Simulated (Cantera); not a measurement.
What does this Cantera script print?

```python
import numpy as np
import cantera as ct

gas_names = [...]  # 123 gases of nasa_gas.yaml made of C, H, O, Si
cond_names = """
    C(gr) C6H6(L) C7H8(L) C8H18(L),n-octa H2O(s) H2O(L) Si(cr) Si(L) SiC(b) SiO2(Lqz) SiO2(hqz) SiO2(L)
""".split()


# ... load() reads the species with a 1 bar reference pressure and builds the phases ...
atoms = {
    'SiC': {'Si': 1, 'C': 1},
    'H2O': {'H': 2, 'O': 1},
    'H2': {'H': 2},
    'CO2': {'C': 1, 'O': 2},
}
top_T = {'C(gr)': 4500, 'SiC(b)': 3050}  # K; cautious upper limits of use, not melting points


# ... equilibrate(T, P, feed) seeds the gas with the atoms and calls Mixture.equilibrate('TP', solver="vcs", rtol=1e-11, max_steps=5000) ...
results = []
feed = {'SiC': 1, 'H2O': 0.87, 'H2': 1.3, 'CO2': 0.054}  # mol
P = 101325  # Pa
for T in [1950, 1975, 2000, 2025, 2050, 2075, 2100, 2125, 2150, 2175, 2200]:
    mix = equilibrate(T, P, feed)
    results.append((T, P, feed, dict(zip(mix.species_names, mix.species_moles))))

top = {s: max(r[3][s] / sum(r[3][g] for g in gas_names) for r in results) for s in gas_names}
cols = sorted((s for s in top if top[s] > 1e-06), key=lambda s: -top[s])[:9]
seen = [c for c in cond_names if any(r[3].get(c, 0) > 1e-12 for r in results)]
print("log10 of partial pressures in bar; condensed amounts in mol")
print(f"{'T/K':>10s}" + "".join(f"{s[:9]:>10s}" for s in cols + seen))
for T, P, feed, n in results:
    ng = sum(n[g] for g in gas_names)
    print(f"{T:10.4g}" + "".join(f"{np.log10(max(n[s] / ng * P / 1e5, 1e-99)):10.3f}" for s in cols)
          + "".join(f"{n.get(c, 0):10.4g}" for c in seen))
```

It prints:

```
log10 of partial pressures in bar; condensed amounts in mol
       T/K        H2        CO       SiO         H        Si      SiH2       H2O       SiH C2H2,acet    SiC(b)   SiO2(L)
      1950    -0.148    -0.785    -0.865    -3.015    -4.965    -4.591    -3.774    -5.156    -5.412    0.5535    0.0306
      1975    -0.157    -0.780    -0.828    -2.942    -4.788    -4.491    -3.820    -5.009    -5.352    0.5381         0
      2000    -0.157    -0.780    -0.828    -2.867    -4.631    -4.400    -3.876    -4.878    -5.254     0.538         0
      2025    -0.157    -0.780    -0.828    -2.794    -4.477    -4.312    -3.932    -4.749    -5.158     0.538         0
      2050    -0.157    -0.780    -0.828    -2.723    -4.328    -4.226    -3.986    -4.624    -5.065    0.5379         0
      2075    -0.157    -0.780    -0.828    -2.653    -4.182    -4.143    -4.038    -4.503    -4.973    0.5378         0
      2100    -0.157    -0.780    -0.829    -2.585    -4.040    -4.061    -4.089    -4.384    -4.884    0.5377         0
      2125    -0.158    -0.780    -0.829    -2.519    -3.901    -3.981    -4.140    -4.268    -4.798    0.5376         0
      2150    -0.158    -0.780    -0.829    -2.454    -3.765    -3.904    -4.189    -4.155    -4.713    0.5374         0
      2175    -0.158    -0.780    -0.829    -2.391    -3.633    -3.828    -4.236    -4.044    -4.630    0.5372         0
      2200    -0.159    -0.780    -0.830    -2.329    -3.503    -3.754    -4.283    -3.937    -4.549    0.5369         0
```

Equilibrium computed with Cantera from the NASA thermochemical tables; the gas is ideal and each condensed phase is pure. Mutual solubility and eutectic melting of coexisting phases are not modelled. The tables hold silica as quartz up to 1696 K and as liquid above; real silica turns to tridymite and cristobalite and melts near 1996 K. Gases not in the tables: Si2H6 and higher silanes.
